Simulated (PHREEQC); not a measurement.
Dissolve 0.048 mol HF, 0.058 mol (CH3)4NF and 1.7e-06 mol H4SiO4 per kg of water at 78 °C. Closed to the air; pH follows from the charge balance.

Model: ion-association model, phreeqc.dat, run in PHREEQC.

No solid was allowed to form.

Q: Predict the pH.

A: pH 3.62.

Q: In which forms is F present?

A: F- 47 %, HF 37 %, HF2- 16 % of the F.

Species that the database lacks are ignored. (CH3)4N+ isn't in the database: it is added as a free cation with an ion size of 4 Å. Away from 25 °C the constants follow the database's enthalpies or fits; those with neither stay at their 25 °C values. SiF6-2 is the database's only silicon fluoride.
